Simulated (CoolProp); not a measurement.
The numbers come from the reference Helmholtz-energy equation of state, Lemmon 2006 in CoolProp. It is a short technical equation, of lower accuracy than the large ones.

For carbonyl sulfide, give the phase and the density (kg/m³), Joule-Thomson coefficient (K/MPa) at 22.15 °C and 364 bar; 64.35 °C and 364 bar; 106.45 °C and 364 bar.


- 22.15 °C and 364 bar: liquid; density 1090, Joule-Thomson coefficient -0.385
- 64.35 °C and 364 bar: liquid; density 1010, Joule-Thomson coefficient -0.273
- 106.45 °C and 364 bar: supercritical; density 924, Joule-Thomson coefficient -0.113
